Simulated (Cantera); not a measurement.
Cantera run:

```python
import numpy as np
import cantera as ct

gas_names = """
    H HO2 H2 H2O H2O2 O OH O2 O3 P PH PH3 PO PO2 P2 P4 P4O10
""".split()
cond_names = """
    H2O(s) H2O(L) P(cr) P(L) P4O10(s)
""".split()


def load(file, names, dense=False):
    # The tables refer to 1 bar. Condensed volumes are neglected.
    table = {s.name: s for s in ct.Species.list_from_file(file)}
    out = []
    for n in names:
        d = dict(table[n].input_data)
        d["thermo"] = dict(d["thermo"], **{"reference-pressure": 1e5})
        if dense:
            d["equation-of-state"] = {"model": "constant-volume", "density": "1e6 g/cm^3"}
        out.append(ct.Species.from_dict(d))
    return out


gas = ct.Solution(thermo="ideal-gas", species=load("nasa_gas.yaml", gas_names))
cond = {s.name: ct.Solution(thermo="fixed-stoichiometry", species=[s], name=s.name)
        for s in load("nasa_condensed.yaml", cond_names, dense=True)}
atoms = {
    'PH3': {'P': 1, 'H': 3},
    'H2': {'H': 2},
    'O2': {'O': 2},
}
top_T = {'P4O10(s)': 690}  # K; cautious upper limits of use, not melting points


def equilibrate(T, P, feed):
    n = {}
    for name, mol in feed.items():
        for a, k in atoms[name].items():
            n[a] = n.get(a, 0.0) + k * mol
    gas.TPX = T, P, n
    mass = sum(n.values()) * gas.mean_molecular_weight
    gas.equilibrate("TP")
    valid = [c for c in cond.values() if c.min_temp <= T <= top_T.get(c.name, c.max_temp)]
    mix = ct.Mixture([(gas, mass / gas.mean_molecular_weight)] + [(c, 0.0) for c in valid])
    mix.T, mix.P = T, P
    mix.equilibrate("TP", solver="vcs", rtol=1e-11, max_steps=5000)
    return mix


results = []
feed = {'PH3': 1, 'H2': 1.9, 'O2': 0.45}  # mol
P = 133.322  # Pa
for T in [1148, 1348, 1548, 1748, 1948, 2148, 2348, 2548, 2748, 2948, 3148, 3348]:
    mix = equilibrate(T, P, feed)
    results.append((T, P, feed, dict(zip(mix.species_names, mix.species_moles))))

top = {s: max(r[3][s] / sum(r[3][g] for g in gas_names) for r in results) for s in gas_names}
cols = sorted((s for s in top if top[s] > 0.001), key=lambda s: -top[s])[:9]
seen = [c for c in cond_names if any(r[3].get(c, 0) > 1e-12 for r in results)]
print("log10 of partial pressures in bar; condensed amounts in mol")
print(f"{'T/K':>10s}" + "".join(f"{s[:9]:>10s}" for s in cols + seen))
for T, P, feed, n in results:
    ng = sum(n[g] for g in gas_names)
    print(f"{T:10.4g}" + "".join(f"{np.log10(max(n[s] / ng * P / 1e5, 1e-99)):10.3f}" for s in cols)
          + "".join(f"{n.get(c, 0):10.4g}" for c in seen))
```

Output:

```
log10 of partial pressures in bar; condensed amounts in mol
       T/K         H        H2       H2O        PO        P2         P         O       PO2        P4
      1148    -8.671    -3.053    -3.551    -5.585    -3.818   -10.096   -16.985    -5.274    -5.207
      1348    -7.158    -3.044    -3.621    -4.673    -3.833    -8.434   -13.671    -4.678    -6.735
      1548    -6.022    -3.021    -3.779    -4.162    -3.940    -7.248   -11.328    -4.517    -8.050
      1748    -5.145    -3.008    -3.984    -3.879    -4.092    -6.366    -9.596    -4.580    -9.198
      1948    -4.452    -3.009    -4.213    -3.735    -4.269    -5.691    -8.271    -4.763   -10.217
      2148    -3.901    -3.041    -4.460    -3.675    -4.468    -5.169    -7.221    -4.997   -11.154
      2348    -3.477    -3.137    -4.734    -3.677    -4.739    -4.788    -6.347    -5.241   -12.140
      2548    -3.186    -3.352    -5.052    -3.733    -5.169    -4.566    -5.564    -5.454   -13.370
      2748    -3.030    -3.725    -5.503    -3.824    -5.641    -4.428    -4.885    -5.670   -14.630
      2948    -2.976    -4.208    -6.177    -3.950    -5.900    -4.233    -4.419    -6.026   -15.419
      3148    -2.969    -4.711    -6.963    -4.153    -6.077    -4.038    -4.130    -6.547   -16.007
      3348    -2.974    -5.179    -7.775    -4.472    -6.322    -3.909    -3.970    -7.241   -16.703
```

Cantera equilibrium calculation (NASA polynomials, part measured and part estimated; ideal gas, pure solids and liquids). Gases not in the tables: HPO2, HPO3 and P4O6.
